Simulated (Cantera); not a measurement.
## Thermodynamics of calcination and drying, feed CaCO3 + H2O + H2

Feed: 1 mol CaCO3, 1.1 mol H2O, 1.5 mol H2, equilibrated at 0.460 bar.

Equilibrium computed with Cantera from the NASA thermochemical tables; the gas is ideal and each condensed phase is pure. Candidate condensed phases: C, C6H6, C7H8, C8H18, Ca, CaCO3, CaO, Ca(OH)2, H2O; 115 gas species. The numbers say what is thermodynamically allowed, not how fast it happens.

```tsv
T (°C)	x H2O	x H2	x CO	x CO2	x H	x OH	x Ca(OH)2	x CaOH	n CaO(s)
1350	0.476	0.246	0.171	0.107	5.05e-5	4.10e-6	1.28e-6	8.47e-9	1.000
1425	0.481	0.241	0.175	0.102	0.000105	1.07e-5	3.03e-6	3.34e-8	1.000
1500	0.485	0.237	0.179	0.0986	0.000204	2.59e-5	6.69e-6	1.17e-7	1.000
1575	0.488	0.234	0.183	0.0951	0.000378	5.80e-5	1.38e-5	3.66e-7	1.000
1650	0.491	0.231	0.186	0.0920	0.000667	0.000122	2.68e-5	1.05e-6	1.000
1725	0.493	0.228	0.188	0.0892	0.00113	0.000243	4.96e-5	2.78e-6	1.000
1800	0.495	0.225	0.191	0.0867	0.00184	0.000461	8.74e-5	6.81e-6	1.000
1875	0.497	0.222	0.193	0.0845	0.00290	0.000834	0.000148	1.57e-5	0.999
1950	0.497	0.219	0.195	0.0824	0.00442	0.00145	0.000240	3.39e-5	0.999
```
x: gas mole fraction; n: condensed amount in mol.

From 1350 °C to 1950 °C the condensed part is CaO(s). The main Ca-bearing gas is Ca(OH)2 throughout.
